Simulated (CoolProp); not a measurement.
The fluid at 230.29 K and 0.5 MPa is compressed adiabatically to 2.36 MPa with isentropic efficiency 0.85. The same conditions are run with several fluids, on thermodynamics alone (safety and materials aside).

Values from CoolProp's reference Helmholtz-energy equation of state of each fluid (normal hydrogen: Leachman 2009; carbon monoxide: Lemmon 2006; CF4 (R14): Platzer 1990; carbon dioxide: Span 1996; methane: Setzmann 1991). The equations of Platzer and Polt are older, rougher fits.

| fluid | work (kJ/kg) | final temperature (K) | final phase | final density (kg/m³) |
|---|---|---|---|---|
| normal hydrogen | [?] | 384.0 | supercritical | 1.47 |
| carbon monoxide | [?] | [?] | gas | 20.7 |
| CF4 (R14) | [?] | 304.9 | gas | [?] |
| carbon dioxide | 89.4 | [?] | gas | 38.9 |
| methane | 259 | [?] | gas | 13.2 |

### Question
Some entries are withheld; supply them.

### Answer

- normal hydrogen, work (kJ/kg): 2210
- carbon monoxide, work (kJ/kg): 157
- carbon monoxide, final temperature (K): 382.1
- CF4 (R14), work (kJ/kg): 42.3
- CF4 (R14), final density (kg/m³): 89.0
- carbon dioxide, final temperature (K): 346.9
- methane, final temperature (K): 351.1
